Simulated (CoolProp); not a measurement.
Vapour-liquid equilibrium of ethane (1) + hydrogen sulfide (2) at 1.48 MPa; x and y are mole fractions of (1).

Model: multi-fluid Helmholtz-energy mixture model, Bücker 2006 and Lemmon 2006; pair parameters Kunz 2012, in CoolProp.

```tsv
x	bubble temperature, mixture model (K)	bubble temperature, Raoult's law (K)	y, mixture model	y, Raoult's law
0.05	278.0	283.9	0.208	0.104
0.2	264.8	277.9	0.498	0.361
0.35	259.7	272.5	0.605	0.555
0.5	257.1	267.7	0.670	0.704
0.65	255.4	263.3	0.736	0.819
0.8	254.3	259.3	0.821	0.909
0.95	254.2	255.7	0.945	0.980
```

The largest gap from Raoult's law is -13.1 K in bubble temperature, at x = 0.2. y crosses x between x = 0.8 and 0.95: the model has an azeotrope there.

The pair parameters rest on a limited set of measurements; away from them the model extrapolates. With so large a gap from Raoult's law the liquid may split in two, which this calculation doesn't test in full.
